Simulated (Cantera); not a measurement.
Charge: 1 mol C₆H₆, 1.8 mol CO₂, 6.4 mol H₂, 0.31 mol O₂, equilibrated at 14.0 Pa.

Method: chemical equilibrium by Gibbs-energy minimisation in Cantera with the NASA 1993 tables (ideal gas, pure condensed phases). Candidate condensed phases: C, C₆H₆, C₇H₈, C₈H₁₈, H₂O; 110 gas species. Kinetics and transport are ignored.

Problem. Which condensed phases are stable at each of these points (T (°C)): 1675, 1775, 1875, 1975, 2075, 2175, 2275, 2375, 2475?

Solution. 
| T (°C) | condensed phases | C condensed (%) |
|---|---|---|
| 1675 | C(graphite) | 45.8 |
| 1775 | C(graphite) | 45.7 |
| 1875 | C(graphite) | 45.5 |
| 1975 | C(graphite) | 45.3 |
| 2075 | C(graphite) | 44.9 |
| 2175 | C(graphite) | 43.6 |
| 2275 | C(graphite) | 37.7 |
| 2375 | C(graphite) | 12.5 |
| 2475 | gas only | 0.0 |

From 1675 °C to 2375 °C the condensed part is C(graphite). At 2475 °C nothing is condensed.
